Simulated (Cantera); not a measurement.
A Cantera script and what it prints.

```python
import numpy as np
import cantera as ct

gas_names = """
    AL ALBr ALBr3 ALH ALN AL2 AL2Br6 Br Br2 H HBr H2 N NH NH2 NH3 N2 N2H2 N2H4
""".split()
cond_names = """
    AL(cr) AL(L) ALBr3(s) ALBr3(L) ALN(s) Br2(cr) Br2(L)
""".split()


# ... load() reads the species with a 1 bar reference pressure and builds the phases ...
atoms = {
    'AlBr3': {'AL': 1, 'Br': 3},
    'NH3': {'N': 1, 'H': 3},
    'N2': {'N': 2},
}
top_T = {'ALN(s)': 2750}  # K; cautious upper limits of use, not melting points


# ... equilibrate(T, P, feed) seeds the gas with the atoms and calls Mixture.equilibrate('TP', solver="vcs", rtol=1e-11, max_steps=5000) ...
results = []
feed = {'AlBr3': 1, 'NH3': 0.77, 'N2': 170}  # mol
T = 1723  # K
for P in [10, 63, 400, 2500, 16000, 100000]:
    mix = equilibrate(T, P, feed)
    results.append((T, P, feed, dict(zip(mix.species_names, mix.species_moles))))

top = {s: max(r[3][s] / sum(r[3][g] for g in gas_names) for r in results) for s in gas_names}
cols = sorted((s for s in top if top[s] > 1e-06), key=lambda s: -top[s])[:9]
seen = [c for c in cond_names if any(r[3].get(c, 0) > 1e-12 for r in results)]
print("log10 of partial pressures in bar; condensed amounts in mol")
print(f"{'P/Pa':>10s}" + "".join(f"{s[:9]:>10s}" for s in cols + seen))
for T, P, feed, n in results:
    ng = sum(n[g] for g in gas_names)
    print(f"{P:10.4g}" + "".join(f"{np.log10(max(n[s] / ng * P / 1e5, 1e-99)):10.3f}" for s in cols)
          + "".join(f"{n.get(c, 0):10.4g}" for c in seen))
```

It prints:

```
log10 of partial pressures in bar; condensed amounts in mol
      P/Pa        N2        Br      ALBr        H2       HBr     ALBr3         H        AL    ALN(s)
        10    -4.011    -5.969    -6.257    -6.261    -7.043   -10.985    -6.869    -7.726         0
        63    -3.211    -5.223    -5.445    -5.471    -5.902    -8.680    -6.475    -7.661         0
       400    -2.408    -4.518    -4.646    -4.729    -4.826    -6.471    -6.104    -7.567         0
      2500    -1.611    -3.953    -3.922    -3.994    -3.893    -4.617    -5.736    -7.408         0
   1.6e+04    -0.803    -3.622    -3.319    -3.152    -3.142    -3.353    -5.315    -7.136         0
     1e+05    -0.006    -3.239    -3.141    -2.348    -2.357    -2.410    -4.913    -7.341     0.203
```

Cantera equilibrium calculation (NASA polynomials, part measured and part estimated; ideal gas, pure solids and liquids).
